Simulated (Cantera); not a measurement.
Feed: 1 mol AlCl3, a varied amount of HCl, 100 mol N2, held at 2125 K and 0.0975 Torr.

These are equilibrium values from Cantera (NASA tables, ideal gas, pure condensed phases), not measurements of a reactor. Candidate condensed phases: Al, AlCl3, AlN, NH4Cl; 20 gas species. The tables' values for AlCl2 are old estimates; treat these amounts as uncertain. Equilibrium is a limit: real reactors are often held back by kinetics, nucleation or transport.

x: gas mole fraction; nothing condenses.

```json
[
 {"n(HCl) (mol)": "0.65", "x N2": "0.960", "x Cl": "0.0246", "x H": "0.00440", "x AlCl": "0.00894", "x HCl": "0.00145", "x H2": "…", "x Al": "0.000628"},
 {"n(HCl) (mol)": "0.84", "x N2": "0.957", "x Cl": "0.0258", "x H": "0.00552", "x AlCl": "0.00894", "x HCl": "0.00192", "x H2": "…", "x Al": "0.000598"},
 {"n(HCl) (mol)": "1.1", "x N2": "0.953", "x Cl": "0.0275", "x H": "0.00696", "x AlCl": "0.00894", "x HCl": "0.00257", "x H2": "…", "x Al": "0.000561"},
 {"n(HCl) (mol)": "1.4", "x N2": "0.949", "x Cl": "0.0294", "x H": "0.00850", "x AlCl": "0.00893", "x HCl": "0.00336", "x H2": "…", "x Al": "0.000525"},
 {"n(HCl) (mol)": "1.8", "x N2": "0.943", "x Cl": "0.0318", "x H": "0.0104", "x AlCl": "0.00891", "x HCl": "0.00445", "x H2": "…", "x Al": "0.000483"},
 {"n(HCl) (mol)": "2.4", "x N2": "0.935", "x Cl": "0.0354", "x H": "0.0130", "x AlCl": "0.00887", "x HCl": "0.00616", "x H2": "…", "x Al": "0.000433"},
 {"n(HCl) (mol)": "3", "x N2": "0.927", "x Cl": "0.0387", "x H": "0.0153", "x AlCl": "0.00883", "x HCl": "0.00794", "x H2": "…", "x Al": "0.000394"}
]
```

Task: Some entries are withheld; supply them.

Result: 
- 0.65, x H2: 0.000191
- 0.84, x H2: 0.000300
- 1.1, x H2: 0.000477
- 1.4, x H2: 0.000712
- 1.8, x H2: 0.00107
- 2.4, x H2: 0.00166
- 3, x H2: 0.00230
